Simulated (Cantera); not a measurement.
An isothermal plug-flow reactor at 675 K and 4.90 bar (inlet), inlet velocity 0.35 m/s, active area per volume 230 1/m; feed 0.515 % H2, 2.70 % O2, 96.8 % N2, equivalence ratio 0.095.

Detailed kinetics in Cantera: Deutschmann's 1995 Pt surface mechanism with GRI-Mech 3.0 gas chemistry. Catalytic surfaces can have several steady states; this one follows from the mechanism file's or the stated starting coverage. Mass transfer to the wall is taken as infinitely fast.

Problem. Predict: x(H2) at z = 0.006 m; x(O2) at z = 0.006 m; x(H2O) at z = 0.006 m; θ(free Pt) at the exit; θ(O*) at the exit; θ(OH*) at the exit.

Solution. 
```json
{
  "x(H2) at z = 0.006 m": "0.000103",
  "x(O2) at z = 0.006 m": "0.0245",
  "x(H2O) at z = 0.006 m": "0.00506",
  "θ(free Pt) at the exit": "0.00919",
  "θ(O*) at the exit": "0.987",
  "θ(OH*) at the exit": "0.00351"
}
```
